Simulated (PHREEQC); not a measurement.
Solution (70 °C): 0.014 mol KOH, 0.0024 mol CO2 and 3.1e-05 mol Na2CO3 per kg of water. Closed to the air; pH follows from the charge balance.

The numbers come from PHREEQC with the ion-association model, wateq4f.dat.

Precipitation was switched off in this run.

Order these C species by the share of C that they hold, largest first: NaCO3-, HCO3-, CO3-2.

CO3-2 (85 %), HCO3- (14 %), NaCO3- (0.36 %)

The pH is 10.73 and the ionic strength 0.0161 mol/kgw. Complexes and solids missing from the database can't appear. Constants without temperature data keep their 25 °C values here.
